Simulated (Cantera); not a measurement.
Input (Python, Cantera) and output of one run.

```python
import numpy as np
import cantera as ct

gas_names = """
    B BH BH2 BH3 BO BO2 B2 B2O B2O2 B2O3 B3O3H3 H HBO HBO2 HO2 H2 H2O H2O2 H3B3O6 O OH O2 O3
""".split()
cond_names = """
    B(b) B(L) B2O3(L) B3O3H3(cr) H2O(s) H2O(L)
""".split()


# ... load() reads the species with a 1 bar reference pressure and builds the phases ...
atoms = {
    'B': {'B': 1},
    'O2': {'O': 2},
    'H2': {'H': 2},
}
top_T = {}  # K; cautious upper limits of use, not melting points


# ... equilibrate(T, P, feed) seeds the gas with the atoms and calls Mixture.equilibrate('TP', solver="vcs", rtol=1e-11, max_steps=5000) ...
results = []
feed = {'B': 1, 'O2': 0.085, 'H2': 19}  # mol
P = 610  # Pa
for T in [1150, 1225, 1300, 1375, 1450, 1525, 1600, 1675, 1750, 1825, 1900, 1975, 2050]:
    mix = equilibrate(T, P, feed)
    results.append((T, P, feed, dict(zip(mix.species_names, mix.species_moles))))
    x = sorted(zip(gas.X, gas.species_names), reverse=True)
    print(f"T = {T:g} K  P = {P:g} Pa  gas = {mix.phase_moles(0):.4g} mol")
    print("   x: " + "  ".join(f"{s} {v:.3e}" for v, s in x if v > 0.001))
    print("   condensed (mol): " + ("  ".join(f"{mix.phase(i).name} {mix.phase_moles(i):.4g}"
          for i in range(1, mix.n_phases) if mix.phase_moles(i) > 1e-12) or "none"))
```

It prints:

```
T = 1150 K  P = 610 Pa  gas = 19 mol
   x: H2 9.992e-01
   condensed (mol): B(b) 0.8747  B2O3(L) 0.04466
T = 1225 K  P = 610 Pa  gas = 19.01 mol
   x: H2 9.983e-01  HBO 1.153e-03
   condensed (mol): B(b) 0.8689  B2O3(L) 0.03859
T = 1300 K  P = 610 Pa  gas = 19.03 mol
   x: H2 9.955e-01  HBO 3.692e-03
   condensed (mol): B(b) 0.8509  B2O3(L) 0.01922
T = 1375 K  P = 610 Pa  gas = 19.08 mol
   x: H2 9.921e-01  HBO 6.975e-03
   condensed (mol): B(b) 0.8329
T = 1450 K  P = 610 Pa  gas = 19.09 mol
   x: H2 9.916e-01  HBO 7.636e-03
   condensed (mol): B(b) 0.8315
T = 1525 K  P = 610 Pa  gas = 19.09 mol
   x: H2 9.913e-01  HBO 7.872e-03
   condensed (mol): B(b) 0.8306
T = 1600 K  P = 610 Pa  gas = 19.09 mol
   x: H2 9.908e-01  HBO 7.981e-03
   condensed (mol): B(b) 0.8299
T = 1675 K  P = 610 Pa  gas = 19.1 mol
   x: H2 9.899e-01  HBO 7.993e-03  H 1.479e-03
   condensed (mol): B(b) 0.8293
T = 1750 K  P = 610 Pa  gas = 19.12 mol
   x: H2 9.883e-01  HBO 7.898e-03  H 2.960e-03
   condensed (mol): B(b) 0.8284
T = 1825 K  P = 610 Pa  gas = 19.15 mol
   x: H2 9.856e-01  HBO 7.673e-03  H 5.598e-03
   condensed (mol): B(b) 0.827
T = 1900 K  P = 610 Pa  gas = 19.19 mol
   x: H2 9.810e-01  H 1.006e-02  HBO 7.294e-03  BO 1.198e-03
   condensed (mol): B(b) 0.8249
T = 1975 K  P = 610 Pa  gas = 19.27 mol
   x: H2 9.736e-01  H 1.729e-02  HBO 6.749e-03  BO 1.781e-03
   condensed (mol): B(b) 0.8216
T = 2050 K  P = 610 Pa  gas = 19.39 mol
   x: H2 9.622e-01  H 2.849e-02  HBO 6.051e-03  BO 2.481e-03
   condensed (mol): B(b) 0.8165
```

These are equilibrium values from Cantera (NASA tables, ideal gas, pure condensed phases), not measurements of a reactor. Mutual solubility and eutectic melting of coexisting phases are not modelled. The tables' values for BH2 are old estimates; treat these amounts as uncertain.
